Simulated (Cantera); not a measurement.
What does this Cantera script print?

```python
import numpy as np
import cantera as ct

gas = ct.Solution("h2o2.yaml")
gas.TPX = 450, 210000, {'H2': 1, 'O2': 0.238, 'N2': 0.895, 'H2O': 0.027}
flame = ct.FreeFlame(gas, width=0.024)
flame.set_refine_criteria(ratio=3, slope=0.08, curve=0.16)
flame.transport_model = "mixture-averaged"
flame.solve(loglevel=0, auto=True)
z, T = flame.grid, flame.T
thick = (T[-1] - T[0]) / np.gradient(T, z).max()
show = ['H2', 'O2', 'OH', 'O', 'HO2', 'H2O2']
print(f"laminar burning velocity  {flame.velocity[0] * 100:.3f} cm/s")
print(f"burnt temperature         {T[-1]:.1f} K")
print(f"thermal thickness         {thick * 1e3:.4f} mm")
print(f"grid points               {len(z)}")
z0 = z[flame.heat_release_rate.argmax()]
print(f"{'z/mm':>9s}{'T/K':>9s}{'u/(m/s)':>9s}" + "".join(f"{s:>11s}" for s in show))
rows = []
for k in (-3, -2, -1.5, -1, -0.5, -0.25, 0, 0.25, 0.5, 1, 2, 4, 8):
    zz = z0 + k * thick
    rows.append([k * thick, np.interp(zz, z, T), np.interp(zz, z, flame.velocity),
                 *(np.interp(zz, z, flame.X[gas.species_index(s)]) for s in show)])
    print(f"{rows[-1][0] * 1e3:9.3f}{rows[-1][1]:9.1f}{rows[-1][2]:9.3f}" + "".join(f"{x:11.3e}" for x in rows[-1][3:]))
```

Output:

```
laminar burning velocity  548.448 cm/s
burnt temperature         2110.9 K
thermal thickness         0.1499 mm
grid points               117
     z/mm      T/K  u/(m/s)         H2         O2         OH          O        HO2       H2O2
   -0.450    450.0    5.484  4.630e-01  1.102e-01  2.664e-15  2.427e-13  2.464e-12  5.339e-14
   -0.300    450.0    5.484  4.630e-01  1.102e-01  3.462e-13  3.152e-11  4.403e-10  1.050e-11
   -0.225    450.0    5.485  4.629e-01  1.102e-01  3.291e-12  2.975e-10  4.942e-09  1.216e-10
   -0.150    450.3    5.487  4.628e-01  1.102e-01  3.194e-10  1.315e-08  4.114e-07  1.060e-08
   -0.075    488.2    5.885  4.557e-01  1.109e-01  3.942e-05  6.136e-06  3.283e-04  1.359e-05
   -0.037    765.4    8.953  4.219e-01  1.042e-01  8.130e-04  1.920e-04  4.224e-04  5.525e-05
    0.000   1167.3   13.281  3.530e-01  7.714e-02  1.391e-03  1.461e-03  1.685e-04  1.125e-05
    0.037   1455.0   16.405  2.812e-01  3.489e-02  2.741e-03  2.429e-03  6.656e-05  1.995e-06
    0.075   1601.9   17.997  2.465e-01  1.084e-02  3.206e-03  1.574e-03  1.988e-05  1.006e-06
    0.150   1723.0   19.244  2.376e-01  1.213e-03  3.335e-03  7.158e-04  2.139e-06  5.303e-07
    0.300   1829.1   20.283  2.445e-01  2.196e-04  3.196e-03  4.445e-04  4.409e-07  2.954e-07
    0.600   1924.1   21.187  2.524e-01  1.116e-04  2.697e-03  2.481e-04  2.418e-07  1.518e-07
    1.200   2000.2   21.894  2.589e-01  5.092e-05  2.005e-03  1.148e-04  1.213e-07  7.207e-08
```

Computed with Cantera and the H2/O2 subset of GRI-Mech 3.0, which has no nitrogen chemistry. The hydrogen kinetics of GRI-Mech 3.0 are dated; newer H2 mechanisms differ, most at raised pressure. Burning velocities carry a grid error of a few per cent, more on coarse grids.
